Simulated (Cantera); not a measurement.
Feed: 1 mol HMDSO, 0.17 mol O₂, 0.47 mol H₂, at 2050 K and 133 Pa.

Method: chemical equilibrium by Gibbs-energy minimisation in Cantera with the NASA 1993 tables (ideal gas, pure condensed phases). Candidate condensed phases: C, C₆H₆, C₇H₈, C₈H₁₈, H₂O, Si, SiC, SiO₂; 123 gas species. The feed counts by its element totals alone. Rates play no part.

What is the equilibrium state?


```
Property                              Value
--------------------------------  ---------
x(H₂)                                 0.819
x(CO)                                 0.119
x(H)                                 0.0562
x(Si)                               0.00381
x(SiO)                              0.00124
x(C₂H₂ (acetylene))                0.000869
x(SiC₂)                            0.000198
x(Si₂C)                            0.000128
x(SiH)                              7.61e-5
n(C(graphite))                     2.71 mol
n(SiC(s))                          1.94 mol
gas amount                        11.17 mol
log10 activity of Si(l) (absent)      -1.18
```
